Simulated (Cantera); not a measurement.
A perfectly stirred reactor is fed with 17.1 % H2, 17.4 % O2, 65.5 % N2, at 10.0 bar; it is adiabatic with a 823 K inlet, and is followed from long to short residence time, starting on the burning branch (τ in s: 0.085, 0.031, 0.011, 0.0042, 0.0015, 0.00056, 0.00021, 7.6e-05, 2.8e-05, 1e-05).

Computed with Cantera and GRI-Mech 3.0 (53 species, 325 reactions). The hydrogen kinetics of GRI-Mech 3.0 are dated; newer H2 mechanisms differ, most at raised pressure.

Q: Predict: blow-out, bracketed by the residence times tried; x(H2) at τ = 85.0 ms; x(O2) at τ = 85.0 ms; x(H2O2) at τ = 85.0 ms; x(HO2) at τ = 85.0 ms; x(H2O) at τ = 85.0 ms; x(H2) at τ = 0.560 ms; x(O2) at τ = 0.560 ms; x(H2O2) at τ = 0.560 ms; x(HO2) at τ = 0.560 ms; x(H2O) at τ = 0.560 ms.

A: 
- blow-out, bracketed by the residence times tried = burning at 10.0 µs, the shortest tried
- x(H2) at τ = 85.0 ms = 9.21e-5
- x(O2) at τ = 85.0 ms = 0.0960
- x(H2O2) at τ = 85.0 ms = 4.16e-7
- x(HO2) at τ = 85.0 ms = 4.93e-6
- x(H2O) at τ = 85.0 ms = 0.185
- x(H2) at τ = 0.560 ms = 0.000574
- x(O2) at τ = 0.560 ms = 0.0962
- x(H2O2) at τ = 0.560 ms = 7.41e-7
- x(HO2) at τ = 0.560 ms = 1.20e-5
- x(H2O) at τ = 0.560 ms = 0.184
